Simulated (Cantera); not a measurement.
Input: 1 mol Si, 2.7 mol NF3, 0.35 mol H2, held at 923.15 K and 23.0 Pa.

Equilibrium computed with Cantera from the NASA thermochemical tables; the gas is ideal and each condensed phase is pure. Candidate condensed phases: Si, Si3N4; 37 gas species. Rates play no part.

Q: What is the equilibrium state?

A: 
```
Property                             Result
--------------------------------  ---------
x(F)                                  0.484
x(N2)                                 0.215
x(SiF4)                               0.160
x(HF)                                 0.112
x(F2)                                0.0291
gas amount                        6.268 mol
log10 activity of Si(s) (absent)     -77.97
```
